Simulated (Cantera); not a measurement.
Feed: 1 mol Si, 1.6 mol H₂, 0.053 mol H₂O, equilibrated at 1 atm.

Cantera equilibrium calculation (NASA polynomials, part measured and part estimated; ideal gas, pure solids and liquids). Candidate condensed phases: H₂O, Si, SiO₂; 18 gas species. Mutual solubility and eutectic melting of coexisting phases are not modelled. The tables hold silica as quartz up to 1696 K and as liquid above; real silica turns to tridymite and cristobalite and melts near 1996 K. Kinetics and transport are ignored.

Q: Which condensed phases are stable at each of these points (T (°C)): 352, 452, 552, 652, 752, 852, 952, 1052, 1152, 1252, 1352?

A: 
| T (°C) | condensed phases | Si condensed (%) |
|---|---|---|
| 352 | Si(s) + SiO₂(α-quartz) | 100.0 |
| 452 | Si(s) + SiO₂(α-quartz) | 100.0 |
| 552 | Si(s) + SiO₂(α-quartz) | 100.0 |
| 652 | Si(s) + SiO₂(β-quartz) | 100.0 |
| 752 | Si(s) + SiO₂(β-quartz) | 100.0 |
| 852 | Si(s) + SiO₂(β-quartz) | 100.0 |
| 952 | Si(s) + SiO₂(β-quartz) | 100.0 |
| 1052 | Si(s) + SiO₂(β-quartz) | 100.0 |
| 1152 | Si(s) + SiO₂(β-quartz) | 100.0 |
| 1252 | Si(s) + SiO₂(β-quartz) | 99.9 |
| 1352 | Si(s) + SiO₂(β-quartz) | 99.3 |

From 352 °C to 552 °C the condensed part is Si(s) + SiO₂(α-quartz). From 652 °C to 1352 °C the condensed part is Si(s) + SiO₂(β-quartz).
